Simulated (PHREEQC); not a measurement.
Dissolve 3.8 mmol/kgw CsOH, 5.7 mmol/kgw NaAlO2 and 37 mmol/kgw Na2CO3 at 65 °C. Closed to the air; pH follows from the charge balance.

The numbers come from PHREEQC with the ion-association model, wateq4f.dat.

| quantity | before | after |
|---|---|---|
| pH | 10.57 | 11.54 |
| ionic strength (mol/kgw) | 0.0689 | 0.0959 |
| Na+ (mol/kgw) | 0.0548 | 0.0678 |
| HCO3- (mol/kgw) | 0.00191 | 0.000736 |
| SI of Nahcolite (NaHCO3) | -3.96 | -3.96 |
| SI of Natron (Na2CO3:10H2O) | -5.17 | -3.27 |

Q: Name the change that produced these shifts.
(A) Na2CO3 from 0.037 to 0.0074 mol/kgw
(B) temperature from 65 to 80 °C
(C) temperature from 65 to 25 °C
(D) diluted 100-fold with water
(E) NaAlO2 from 0.0057 to 0.00285 mol/kgw

A: C, temperature from 65 to 25 °C

Precipitation was switched off in this run. Some of these states are supersaturated (in Gibbsite (slow to form), Boehmite (slow to form), for instance). Constants without temperature data keep their 25 °C values here.
